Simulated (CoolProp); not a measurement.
Carbon monoxide along the isotherm 237.5 K: density (kg/m³) from the reference equation and from simpler models built on Tc = 132.9 K, pc = 3.498 MPa, ω = 0.050; each cubic takes its own stable root.

Computed with CoolProp (reference Helmholtz-energy equation of state, Lemmon 2006). It is a short technical equation, of lower accuracy than the large ones.

```
p (MPa)          phase  reference  ideal gas  van der Waals  Redlich-Kwong  Peng-Robinson
-------  -------------  ---------  ---------  -------------  -------------  -------------
0.0553             gas     0.7850     0.7844         0.7852         0.7850         0.7851
0.105              gas      1.491      1.489          1.492          1.492          1.492
0.199              gas      2.830      2.823          2.833          2.831          2.832
0.377              gas      5.374      5.348          5.384          5.377          5.382
0.714              gas      10.22      10.13          10.26          10.23          10.25
1.35               gas      19.48      19.15          19.62          19.52          19.58
2.57               gas      37.63      36.45          38.16          37.78          37.95
4.87     supercritical      72.97      69.08          75.21          73.56          74.04
9.23     supercritical      142.1      130.9          150.7          144.0          145.0
17.5     supercritical      263.8      248.2          275.4          268.0          271.1
```
